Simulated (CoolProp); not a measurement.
c-C4F8 (RC318) at several states: Z from the reference equation and from simpler models built on Tc = 388.4 K, pc = 2.778 MPa, ω = 0.355; each cubic takes its own stable root.

The numbers come from the reference Helmholtz-energy equation of state, Platzer 1990 in CoolProp. This equation is an older, rougher fit; its heat capacities, sound speeds and derivatives of the liquid may be far off and weren't checked against measurements.

```csv
T (K),p (MPa),phase,reference
266.3,3.92,liquid,0.2167
328.1,0.0125,gas,0.9974
334.3,0.0201,gas,0.9960
376.4,7.74,liquid,0.4022
```

Task: How far does each simpler model (van der Waals, Redlich-Kwong, Soave-Redlich-Kwong, Peng-Robinson) lie from the reference over these 4 states: mean and median of the absolute difference, and the worst?

Result: 
- van der Waals: mean 24.2 %, median 19.6 %, worst +57.7 % at 266.3 K and 3.92 MPa
- Redlich-Kwong: mean 4.8 %, median 4.6 %, worst +10.2 % at 266.3 K and 3.92 MPa
- Soave-Redlich-Kwong: mean 3.3 %, median 2.6 %, worst +7.8 % at 376.4 K and 7.74 MPa
- Peng-Robinson: mean 2.6 %, median 1.8 %, worst -6.7 % at 266.3 K and 3.92 MPa
